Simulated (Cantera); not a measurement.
An adiabatic, constant-pressure homogeneous reactor starts with H2 : O2 : N2 = 1 : 0.385 : 2.54 (molar parts), at 1150 K and 5.00 bar. Integrator tolerance rtol = 1e-08.

Detailed kinetics in Cantera: the H2/O2 subset of GRI-Mech 3.0, which has no nitrogen chemistry. The hydrogen kinetics of GRI-Mech 3.0 are dated; newer H2 mechanisms differ, most at raised pressure.

Task: What does this change do: H2 1 to 1.8 parts?

Result: 
| quantity | before | after |
|---|---|---|
| time of steepest temperature rise | 59.5 µs | 70.7 µs |
| temperature at 5.00 s | 2518 K | 2318 K |
| equilibrium temperature | 2518 K | 2318 K |
| x(H2) at 5.00 s | 0.0646 (gas-phase equilibrium 0.0646) | 0.236 (gas-phase equilibrium 0.236) |
| x(O2) at 5.00 s | 9.40e-5 (gas-phase equilibrium 9.40e-5) | 6.01e-7 (gas-phase equilibrium 6.01e-7) |
| x(OH) at 5.00 s | 0.00218 (gas-phase equilibrium 0.00218) | 0.000287 (gas-phase equilibrium 0.000287) |
| x(H2O) at 5.00 s | 0.214 (gas-phase equilibrium 0.214) | 0.177 (gas-phase equilibrium 0.177) |
| x(HO2) at 5.00 s | 1.01e-7 (gas-phase equilibrium 1.01e-7) | 1.19e-9 (gas-phase equilibrium 1.19e-9) |
| x(H) at 5.00 s | 0.00312 (gas-phase equilibrium 0.00312) | 0.00232 (gas-phase equilibrium 0.00232) |

Task: What does this change do: O2 0.385 to 0.25 parts?

Result: 
| quantity | before | after |
|---|---|---|
| time of steepest temperature rise | 59.5 µs | 78.5 µs |
| temperature at 5.00 s | 2518 K | 2106 K |
| equilibrium temperature | 2518 K | 2106 K |
| x(H2) at 5.00 s | 0.0646 (gas-phase equilibrium 0.0646) | 0.141 (gas-phase equilibrium 0.141) |
| x(O2) at 5.00 s | 9.40e-5 (gas-phase equilibrium 9.40e-5) | 7.71e-8 (gas-phase equilibrium 7.71e-8) |
| x(OH) at 5.00 s | 0.00218 (gas-phase equilibrium 0.00218) | 6.56e-5 (gas-phase equilibrium 6.56e-5) |
| x(H2O) at 5.00 s | 0.214 (gas-phase equilibrium 0.214) | 0.141 (gas-phase equilibrium 0.141) |
| x(HO2) at 5.00 s | 1.01e-7 (gas-phase equilibrium 1.01e-7) | 1.13e-10 (gas-phase equilibrium 1.13e-10) |
| x(H) at 5.00 s | 0.00312 (gas-phase equilibrium 0.00312) | 0.000546 (gas-phase equilibrium 0.000546) |
